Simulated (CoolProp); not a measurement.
Vapour-liquid equilibrium of isobutane (1) + isobutene (2) at -40.35 °C; x and y are mole fractions of (1).

The numbers come from the multi-fluid Helmholtz-energy mixture model, Bücker 2006 and Lemmon 2005; pair parameters Bell 2016 in CoolProp.

Task: Give the bubble pressure and the first vapour's composition at x = 0.05, 0.35, 0.8. Is there an azeotrope?

Result: x = 0.05: 22.50 kPa, y = 0.068; x = 0.35: 24.74 kPa, y = 0.412; x = 0.8: 27.29 kPa, y = 0.829. No azeotrope shows between x = 0.05 and 0.95.

The pair parameters rest on a limited set of measurements; away from them the model extrapolates.
